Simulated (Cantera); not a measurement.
A closed system holds: 1 mol Al(CH3)3, 18 mol N2O, 2.2 mol H2, held at 1673 K.

These are equilibrium values from Cantera (NASA tables, ideal gas, pure condensed phases), not measurements of a reactor. Candidate condensed phases: Al, AlN, Al2O3, C, C6H6, C7H8, C8H18, H2O; 148 gas species. The feed counts by its element totals alone. Gases not in the tables: Al(OH)3. Rates play no part.

x: gas mole fraction; n: condensed amount in mol.

| P (Pa) | x N2 | x H2O | x CO2 | x O2 | x OH | n Al2O3(s) |
|---|---|---|---|---|---|---|
| 10 | 0.606 | 0.222 | 0.0991 | 0.0638 | … | 0.500 |
| 46 | 0.606 | 0.224 | 0.100 | 0.0635 | … | 0.500 |
| 220 | 0.607 | 0.225 | 0.101 | 0.0634 | … | 0.500 |
| 1000 | 0.607 | 0.226 | 0.101 | 0.0634 | … | 0.500 |
| 4600 | 0.607 | 0.226 | 0.101 | 0.0634 | … | 0.500 |
| 22000 | 0.607 | 0.226 | 0.101 | 0.0635 | … | 0.500 |
| 100000 | 0.607 | 0.226 | 0.101 | 0.0635 | … | 0.500 |

What belongs in the gaps?


- 10, x OH: 0.00334
- 46, x OH: 0.00229
- 220, x OH: 0.00155
- 1000, x OH: 0.00106
- 4600, x OH: 0.000726
- 22000, x OH: 0.000491
- 100000, x OH: 0.000337
